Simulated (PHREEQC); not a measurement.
Solution (25 °C): 0.073 mol/kgw Cu(NO3)2 and 8.1e-05 mol/kgw HBF4. Closed to the air; pH follows from the charge balance.

All values are PHREEQC results (ion-association model, phreeqc.dat), not measurements.

No solid was allowed to form.

**Question.** Order these F species by the share of F that they hold, largest first: F-, HF, CuF+.

**Answer.** F- (62 %), CuF+ (25 %), HF (14 %)

The pH is 3.65 and the ionic strength 0.219 mol/kgw. Real BF4- forms and hydrolyses slowly; the run takes it at equilibrium.
